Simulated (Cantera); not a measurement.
A counterflow diffusion flame at 47000 Pa, nozzles 20 mm apart: fuel side 45.5 % CH4, 54.5 % N2 at 500 K, oxidiser side 25.0 % O2, 75.0 % N2 at 425 K, fuel mass flux 0.91 times the oxidiser's; mixture-averaged transport, no radiation.

Computed with Cantera and GRI-Mech 3.0 (53 species, 325 reactions). GRI-Mech 3.0 has no aromatics or soot, which form on the fuel side of real flames. The maximum strain rate includes the flame's own expansion and is several times the mean.

x: mole fraction; the columns are a selection and need not sum to one.

| oxidiser flux (kg/m²/s) | max strain (1/s) | mean strain (1/s) | T max (K) | peak x OH | peak x H | peak x NO | peak x CO | peak x C2H2 |
|---|---|---|---|---|---|---|---|---|
| 0.12 | 173 | 36.9 | 2045 | 0.00868 | 0.00557 | 0.000241 | 0.0561 | 0.00913 |
| 0.15 | 210 | 46.2 | 2033 | 0.00857 | 0.00570 | 0.000224 | 0.0557 | 0.00885 |
| 0.2 | 271 | 61.6 | 2018 | 0.00840 | 0.00584 | 0.000200 | 0.0552 | 0.00846 |
| 0.26 | 342 | 80.0 | 2006 | 0.00826 | 0.00597 | 0.000178 | 0.0550 | 0.00808 |
| 0.33 | 424 | 102 | 1994 | 0.00810 | 0.00606 | 0.000157 | 0.0549 | 0.00771 |
| 0.44 | 550 | 135 | 1975 | 0.00780 | 0.00610 | 0.000129 | 0.0548 | 0.00709 |
| 0.57 | [?] | 175 | 1956 | 0.00748 | 0.00606 | [?] | 0.0548 | [?] |
| 0.73 | 874 | 225 | 1935 | 0.00711 | 0.00595 | 8.07e-5 | 0.0550 | 0.00567 |
| 0.95 | [?] | 292 | 1907 | 0.00657 | 0.00567 | [?] | 0.0552 | [?] |

Problem. Complete the blanks.

Solution. 
- 0.57, max strain (1/s): 697
- 0.57, peak x NO: 0.000104
- 0.57, peak x C2H2: 0.00642
- 0.95, max strain (1/s): 1110
- 0.95, peak x NO: 5.63e-5
- 0.95, peak x C2H2: 0.00469
